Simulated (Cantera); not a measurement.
An isothermal, constant-pressure homogeneous reactor starts with N2O : H2O = 1 : 0.0063 (molar parts), at 1273 K and 6500 Pa. Integrator tolerance rtol = 1e-08.

Computed with Cantera and GRI-Mech 3.0 (53 species, 325 reactions). GRI-Mech 3.0 was tuned for natural gas; its chemistry of N2O as a main component is partial and can be far from experiment. The mechanism lacks the step 2 NO + O2 → 2 NO2, which can matter for NO2 below about 1400 K. The temperature is held fixed by assumption; the heat of reaction is taken as removed at once.

What does this change do: temperature 1273 to 1125 K?


```csv
quantity,before,after
x(N2O) at 10.0 s,0.163 (gas-phase equilibrium 6.03e-9),0.871 (gas-phase equilibrium 2.12e-9)
x(H2O) at 10.0 s,0.00452 (gas-phase equilibrium 0.00418),0.00600 (gas-phase equilibrium 0.00418)
x(H2O2) at 10.0 s,4.66e-10 (gas-phase equilibrium 2.73e-11),4.24e-10 (gas-phase equilibrium 7.20e-12)
x(NO) at 10.0 s,0.0688 (gas-phase equilibrium 0.000384),0.00560 (gas-phase equilibrium 0.000123)
x(HO2) at 10.0 s,1.49e-8 (gas-phase equilibrium 4.19e-9),6.34e-8 (gas-phase equilibrium 8.02e-10)
```

What does this change do: temperature 1273 to 1575 K?


```json
[
 {"quantity": "x(N2O) at 10.0 s", "before": "0.163 (gas-phase equilibrium 6.03e-9)", "after": "8.17e-6 (gas-phase equilibrium 2.82e-8)"},
 {"quantity": "x(H2O) at 10.0 s", "before": "0.00452 (gas-phase equilibrium 0.00418)", "after": "0.00415 (gas-phase equilibrium 0.00415)"},
 {"quantity": "x(H2O2) at 10.0 s", "before": "4.66e-10 (gas-phase equilibrium 2.73e-11)", "after": "1.67e-10 (gas-phase equilibrium 1.91e-10)"},
 {"quantity": "x(NO) at 10.0 s", "before": "0.0688 (gas-phase equilibrium 0.000384)", "after": "0.168 (gas-phase equilibrium 0.00201)"},
 {"quantity": "x(HO2) at 10.0 s", "before": "1.49e-8 (gas-phase equilibrium 4.19e-9)", "after": "3.76e-8 (gas-phase equilibrium 4.67e-8)"}
]
```
